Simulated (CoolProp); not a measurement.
Vapour-liquid equilibrium of CH2F2 (R32) (1) + R1234yf (2) at 0.0084 MPa; x and y are mole fractions of (1).

Values from CoolProp's multi-fluid Helmholtz-energy mixture model, Tillner-Roth 1997 and Lemmon 2022; pair parameters Bell 2023.

| x | bubble temperature, mixture model (°C) | bubble temperature, Raoult's law (°C) | y, mixture model | y, Raoult's law |
|---|---|---|---|---|
| 0.05 | -77.3 | -75.6 | 0.246 | 0.150 |
| 0.2 | … | -79.5 | 0.599 | 0.461 |
| 0.35 | -86.7 | -82.5 | … | 0.652 |
| 0.5 | -88.4 | -84.9 | … | 0.780 |
| 0.65 | … | -86.9 | … | 0.870 |
| 0.8 | -90.1 | -88.7 | … | 0.936 |
| 0.95 | -90.6 | -90.2 | 0.961 | 0.986 |

What belongs in the gaps?


- 0.2, bubble temperature, mixture model (°C): -83.5
- 0.35, y, mixture model: 0.735
- 0.5, y, mixture model: 0.803
- 0.65, bubble temperature, mixture model (°C): -89.4
- 0.65, y, mixture model: 0.847
- 0.8, y, mixture model: 0.890

The largest gap from Raoult's law is -4.2 K in bubble temperature, at x = 0.35. No azeotrope shows between x = 0.05 and 0.95.

The pair parameters rest on a limited set of measurements; away from them the model extrapolates.
